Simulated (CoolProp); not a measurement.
The fluid at 298.15 K and 0.0652 MPa expands adiabatically to 0.00695 MPa with isentropic efficiency 0.7. The same conditions are run with several fluids, on thermodynamics alone (safety and materials aside).

The numbers come from the reference Helmholtz-energy equation of state of each fluid (R124: de Vries 1995; c-C4F8 (RC318): Platzer 1990; methane: Setzmann 1991; R143a: Lemmon and Jacobsen 2000; R407C: Lemmon 2003) in CoolProp. The equations of Platzer and Polt are older, rougher fits. Blends and air are pseudo-pure fits.

Rank R124, c-C4F8 (RC318), methane, R143a, R407C by work (kJ/kg), highest first.

methane (187), R143a (40.6), R407C (39.0), R124 (25.6), c-C4F8 (RC318) (18.1)

```
fluid           final temperature (K)  final density (kg/m³)
--------------  ---------------------  ---------------------
R124                            260.2                  0.440
c-C4F8 (RC318)                  273.5                  0.613
methane                         210.9                 0.0636
R143a                           251.0                  0.281
R407C                           246.7                  0.293
```
